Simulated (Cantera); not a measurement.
# Gas activation for diamond growth

A perfectly stirred reactor is fed with 2.25 % CH4, 97.8 % H2, at 0.0130 bar; it is held at 2450 K, and followed from long to short residence time.

Detailed kinetics in Cantera: GRI-Mech 3.0 (53 species, 325 reactions). GRI-Mech 3.0 stops at C3 and has no aromatics, soot or wall deposition, so with more carbon than oxygen in the feed, carbon stays in small species such as C2H2 where larger ones or solid carbon would form. Radical loss at walls, strong at low pressure, is not modelled.

| τ (s) | x CH4 | x H2 | x C2H | x CH3 | x H | x CH2 |
|---|---|---|---|---|---|---|
| 5.0 | 6.18e-6 | 0.841 | 0.000114 | 1.97e-5 | 0.149 | 5.51e-6 |
| 1.5 | 1.74e-5 | 0.865 | 9.42e-5 | 4.53e-5 | 0.125 | 1.02e-5 |
| 0.44 | 8.76e-5 | 0.908 | 5.99e-5 | 0.000142 | 0.0817 | 1.99e-5 |
| 0.13 | 0.000425 | 0.938 | 3.55e-5 | 0.000414 | 0.0506 | 3.39e-5 |
| 0.039 | 0.00144 | 0.953 | 2.28e-5 | 0.000968 | 0.0353 | 5.22e-5 |
| 0.012 | 0.00391 | 0.960 | 1.39e-5 | 0.00194 | 0.0263 | 7.23e-5 |
| 0.0034 | 0.00939 | 0.964 | 5.70e-6 | 0.00332 | 0.0188 | 8.17e-5 |
| 0.0010 | 0.0165 | 0.968 | 7.59e-7 | 0.00346 | 0.0111 | 5.05e-5 |
| 0.00030 | 0.0206 | 0.973 | 1.31e-8 | 0.00167 | 0.00423 | 1.04e-5 |
x: mole fraction; the columns are a selection and need not sum to one.
